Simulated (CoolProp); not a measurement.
Vapour pressure (MPa) of nitrogen: the reference equation beside estimates from Tc = 126.2 K, pc = 3.396 MPa, ω = 0.037. Clausius-Clapeyron is anchored at 86.8 K with a constant enthalpy of vaporisation of 5.203 kJ/mol.

The numbers come from the reference Helmholtz-energy equation of state, Span 2000 in CoolProp.

```tsv
T (K)	reference	Lee-Kesler	Clausius-Clapeyron	Redlich-Kwong	Peng-Robinson
72.5	0.05484	0.05439	0.06543	0.04343	0.05591
77.3	0.1007	0.1001	0.1118	0.08615	0.1019
82.1	0.1712	0.1708	0.1795	0.1550	0.1725
86.8	0.2712	0.2711	0.2712	0.2557	0.2724
91.6	0.4124	0.4127	0.3957	0.4004	0.4136
96.4	0.6009	0.6013	0.5561	0.5958	0.6025
101.1	0.8393	0.8394	0.7519	0.8438	0.8419
105.9	1.146	1.145	0.9955	1.162	1.151
110.7	1.526	1.524	1.286	1.554	1.534
```

Absolute difference from the reference over all 9 rows, mean and median: Lee-Kesler 0.2 and 0.1 %, Clausius-Clapeyron 9.6 and 10.4 %, Redlich-Kwong 6.4 and 2.9 %, Peng-Robinson 0.7 and 0.4 %.
